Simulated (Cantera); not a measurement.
Charge: 1 mol Si, 2.1 mol H2, at 360 Torr.

These are equilibrium values from Cantera (NASA tables, ideal gas, pure condensed phases), not measurements of a reactor. Candidate condensed phases: Si; 9 gas species. Gases not in the tables: Si2H6 and higher silanes. Rates play no part.

Question: Which condensed phases are stable at each of these points (T (K)): 573, 673, 773, 873, 973, 1073, 1173, 1273, 1373, 1473, 1573, 1673, 1773?

Answer: 
| T (K) | condensed phases | Si condensed (%) |
|---|---|---|
| 573 | Si(s) | 100.0 |
| 673 | Si(s) | 100.0 |
| 773 | Si(s) | 100.0 |
| 873 | Si(s) | 100.0 |
| 973 | Si(s) | 100.0 |
| 1073 | Si(s) | 100.0 |
| 1173 | Si(s) | 100.0 |
| 1273 | Si(s) | 100.0 |
| 1373 | Si(s) | 100.0 |
| 1473 | Si(s) | 100.0 |
| 1573 | Si(s) | 100.0 |
| 1673 | Si(s) | 100.0 |
| 1773 | Si(l) | 100.0 |

From 573 K to 1673 K the condensed part is Si(s). At 1773 K the condensed part is Si(l).
